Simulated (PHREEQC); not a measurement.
**Copper plating or etch bath: an equilibrium model**

A solution holds 0.034 mol/kgw Cu(BF4)2, 0.0035 mol/kgw HBF4 and 0.00072 mol/kgw KCl, at 55 °C. Closed to the air; pH follows from the charge balance.

Computed with PHREEQC (ion-association model, wateq4f.dat).

Precipitation was switched off in this run.

Q: What pH does the model give?

A: pH 2.50.

Q: In which forms is Cu present?

A: Cu+2 98 %, CuF+ 1.6 % of the Cu.

Constants without temperature data keep their 25 °C values here. Real BF4- forms and hydrolyses slowly; the run takes it at equilibrium.
